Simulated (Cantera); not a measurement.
Feed: 1 mol CuO, 2.1 mol C, 0.086 mol CO, held at 2198.15 K and 0.133 bar.

Cantera equilibrium calculation (NASA polynomials, part measured and part estimated; ideal gas, pure solids and liquids). Candidate condensed phases: C, Cu, CuO, Cu2O; 15 gas species. Equilibrium is a limit: real reactors are often held back by kinetics, nucleation or transport.

Base state: CO 0.827, Cu 0.172, Cu2 0.00130 (mole fractions); condensed: C(graphite) + Cu(l).

Task: What changes in the equilibrium state with this change: pressure from 0.133 bar to 2.20 mbar?

Result: 
```csv
species,before,after
CO,0.827,0.521
Cu,0.172,0.479
Cu2,0.00130,0.000167
"C(graphite), mol",1.10,1.10
"Cu(l), mol",0.771,0
```

Task: What changes in the equilibrium state with this change: pressure from 0.133 bar to 4.40 bar?

Result: 
```
species            before    after
----------------  -------  -------
CO                  0.827    0.995
Cu                  0.172  0.00520
CO2               9.92e-7  4.73e-5
Cu2               0.00130  3.94e-5
C(graphite), mol     1.10     1.10
Cu(l), mol          0.771    0.994
```
